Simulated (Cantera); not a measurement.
Source: NASA polynomial tables (part measured, part estimated), evaluated in Cantera. Values are per mole of reaction as written; species without (g) are pure solids or liquids, kept so even where they would boil at 1 bar. TaC: taken at fixed stoichiometry.

C6H6(g) + 6 Ta ⇌ 6 TaC + 6 H(g)

| T (K) | ΔH° (kJ) | ΔS° (J/K) | ΔG° (kJ) | log10 K |
|---|---|---|---|---|
| 1325 | … | … | … | … |
| 1425 | … | … | … | … |
| 1525 | 440.3 | 549.0 | -396.9 | 13.59 |
| 1625 | … | … | … | … |
| 1725 | 447.8 | 553.6 | -507.1 | 15.36 |
| 1825 | … | … | … | … |
| 1925 | 455.0 | 557.5 | -618.3 | 16.78 |

Fill in the missing entries.


- 1325, ΔH° (kJ): 432.3
- 1325, ΔS° (J/K): 543.3
- 1325, ΔG° (kJ): -287.6
- 1325, log10 K: 11.34
- 1425, ΔH° (kJ): 436.4
- 1425, ΔS° (J/K): 546.3
- 1425, ΔG° (kJ): -342.1
- 1425, log10 K: 12.54
- 1625, ΔH° (kJ): 444.1
- 1625, ΔS° (J/K): 551.4
- 1625, ΔG° (kJ): -451.9
- 1625, log10 K: 14.53
- 1825, ΔH° (kJ): 451.4
- 1825, ΔS° (J/K): 555.6
- 1825, ΔG° (kJ): -562.6
- 1825, log10 K: 16.10
